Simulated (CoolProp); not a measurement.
Vapour-liquid equilibrium of R143a (1) + n-butane (2) at -3.65 °C; x and y are mole fractions of (1).

The numbers come from the multi-fluid Helmholtz-energy mixture model, Lemmon and Jacobsen 2000 and Bücker 2006; pair parameters Bell 2016 in CoolProp.

```json
[
 {"x": "0.05", "bubble pressure (bar)": "1.785", "y at the bubble point": "0.503", "dew pressure at overall composition x (bar)": "0.9443", "liquid density (mol/L)": "10.46"},
 {"x": "0.125", "bubble pressure (bar)": "2.725", "y at the bubble point": "0.683", "dew pressure at overall composition x (bar)": "1.025", "liquid density (mol/L)": "10.55"},
 {"x": "0.2", "bubble pressure (bar)": "3.340", "y at the bubble point": "0.749", "dew pressure at overall composition x (bar)": "1.120", "liquid density (mol/L)": "10.65"},
 {"x": "0.275", "bubble pressure (bar)": "3.747", "y at the bubble point": "0.783", "dew pressure at overall composition x (bar)": "1.235", "liquid density (mol/L)": "10.74"},
 {"x": "0.35", "bubble pressure (bar)": "4.030", "y at the bubble point": "0.805", "dew pressure at overall composition x (bar)": "1.374", "liquid density (mol/L)": "10.85"},
 {"x": "0.425", "bubble pressure (bar)": "4.241", "y at the bubble point": "0.820", "dew pressure at overall composition x (bar)": "1.549", "liquid density (mol/L)": "10.96"},
 {"x": "0.5", "bubble pressure (bar)": "4.415", "y at the bubble point": "0.834", "dew pressure at overall composition x (bar)": "1.774", "liquid density (mol/L)": "11.08"},
 {"x": "0.575", "bubble pressure (bar)": "4.575", "y at the bubble point": "0.848", "dew pressure at overall composition x (bar)": "2.073", "liquid density (mol/L)": "11.21"},
 {"x": "0.65", "bubble pressure (bar)": "4.734", "y at the bubble point": "0.862", "dew pressure at overall composition x (bar)": "2.486", "liquid density (mol/L)": "11.36"},
 {"x": "0.725", "bubble pressure (bar)": "4.897", "y at the bubble point": "0.880", "dew pressure at overall composition x (bar)": "3.087", "liquid density (mol/L)": "11.52"},
 {"x": "0.8", "bubble pressure (bar)": "5.068", "y at the bubble point": "0.902", "dew pressure at overall composition x (bar)": "3.966", "liquid density (mol/L)": "11.71"},
 {"x": "0.875", "bubble pressure (bar)": "5.244", "y at the bubble point": "0.931", "dew pressure at overall composition x (bar)": "4.851", "liquid density (mol/L)": "11.92"},
 {"x": "0.95", "bubble pressure (bar)": "5.416", "y at the bubble point": "0.968", "dew pressure at overall composition x (bar)": "5.339", "liquid density (mol/L)": "12.16"}
]
```

No azeotrope shows between x = 0.05 and 0.95.

Pair parameters are fitted to limited data, so mixtures are less certain than the pure fluids. With so large a gap from Raoult's law the liquid may split in two, which this calculation doesn't test in full.
